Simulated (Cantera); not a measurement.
A diamond (100) surface in a fixed gas of H2 with x(CH4) = 0.0031, x(CH3) = 0.00046, at 1025 K, 97.5 Torr; coverages are run to steady state.

Model: the Harris–Goodwin 1993 mechanism for the reconstructed diamond (100) surface, integrated in Cantera.

θ: site fractions in the mechanism's names (c6HH fully hydrogenated, c6H* and c6*H radical sites, c6** diradical, c6HM methylated).

```tsv
x(H)	growth (µm/h)	θ c6HH	θ c6H*	θ c6*H	θ c6**	θ c6HM
0.0001	5.33	0.328	0.00943	0.180	0.00172	0.342
0.00026	11.4	0.365	0.0118	0.226	0.00370	0.280
0.00067	19.6	0.432	0.0148	0.283	0.00641	0.187
0.0017	[?]	0.497	[?]	[?]	[?]	[?]
0.0044	31.7	0.539	0.0193	0.367	0.0104	0.0461
0.011	34.0	0.559	0.0203	0.382	0.0112	0.0198
0.029	35.1	0.568	0.0211	0.388	0.0116	0.00774
0.076	35.8	0.571	0.0226	0.390	0.0120	[?]
0.2	36.9	0.573	0.0259	0.387	0.0125	0.00117
```

Problem. Complete the blanks.

Solution. 
- 0.0017, growth (µm/h): 27.0
- 0.0017, θ c6H*: 0.0175
- 0.0017, θ c6*H: 0.334
- 0.0017, θ c6**: 0.00885
- 0.0017, θ c6HM: 0.101
- 0.076, θ c6HM: 0.00301
